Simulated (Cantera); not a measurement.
Cantera with NASA thermochemical tables; ideal gases at 1 bar, condensed phases pure. Values are per mole of reaction as written; species without (g) are pure solids or liquids, kept so even where they would boil at 1 bar. The tables' values for SiF2 are old estimates.

6 F2(g) + 3 SiH2(g) + 2 N(g) → 2 NH3(g) + 3 SiF4(g)

| T (K) | ΔH° (kJ) | ΔS° (J/K) | ΔG° (kJ) | log10 K |
|---|---|---|---|---|
| 1375 | -6638.8 | -947.6 | -5335.8 | 202.70 |
| 1475 | -6638.8 | -947.6 | -5241.0 | 185.60 |
| 1575 | -6638.5 | -947.5 | -5146.3 | 170.67 |
| 1675 | -6638.0 | -947.1 | -5051.5 | 157.53 |
| 1775 | -6637.2 | -946.7 | -4956.9 | 145.87 |
| 1875 | [?] | [?] | [?] | [?] |
| 1975 | -6634.9 | -945.4 | -4767.6 | 126.09 |
| 2075 | -6633.3 | -944.7 | -4673.1 | 117.64 |
| 2175 | [?] | [?] | [?] | [?] |
| 2275 | -6629.6 | -943.0 | -4484.4 | 102.96 |

What belongs in the gaps?


- 1875, ΔH° (kJ): -6636.1
- 1875, ΔS° (J/K): -946.1
- 1875, ΔG° (kJ): -4862.2
- 1875, log10 K: 135.45
- 2175, ΔH° (kJ): -6631.6
- 2175, ΔS° (J/K): -943.9
- 2175, ΔG° (kJ): -4578.7
- 2175, log10 K: 109.96
